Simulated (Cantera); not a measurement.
Feed: 1 mol Ta2O5, 0.46 mol C, 6.8 mol H2, 2 mol CH4.

Method: chemical equilibrium by Gibbs-energy minimisation in Cantera with the NASA 1993 tables (ideal gas, pure condensed phases). Candidate condensed phases: C, C6H6, C7H8, C8H18, H2O, Ta, TaC, Ta2O5; 113 gas species. Mutual solubility and eutectic melting of coexisting phases are not modelled. TaC: taken at fixed stoichiometry. Condensed phases not in the tables: Ta2C, N, O or C dissolved in the metal. Kinetics and transport are ignored.

Stable condensed phases, one row left out:

```
T in K \ P in Pa
              10      52     270    1400    7200   37000  190000 1000000
   1848        A       A       B       C       C       C       C       C
   1823        A       A       C       C       C       C       C       C
   1798        A       A       C       C       C       C       C       C
   1773        A       A       C       C       C       C       C       C
   1748        A       B       C       C       C       C       C       C
   1698        A       C       C       C       C       C       C       C
   1673        A       C       C       C       C       C       C       C
   1648        B       C       C       C       C       C       C       C
   1623        C       C       C       C       C       C       C       C
   1598        C       C       C       C       C       C       C       C
   1573        C       C       C       C       C       C       C       C
   1548        C       C       C       C       C       C       C       C
   1523        C       C       C       C       C       C       C       C
```

A: Ta + Ta2O5; B: Ta + TaC + Ta2O5; C: TaC + Ta2O5.

### Question
Give the row for 1723 K.

### Answer
10: Ta + Ta2O5; 52: TaC + Ta2O5; 270: TaC + Ta2O5; 1400: TaC + Ta2O5; 7200: TaC + Ta2O5; 37000: TaC + Ta2O5; 190000: TaC + Ta2O5; 1000000: TaC + Ta2O5.
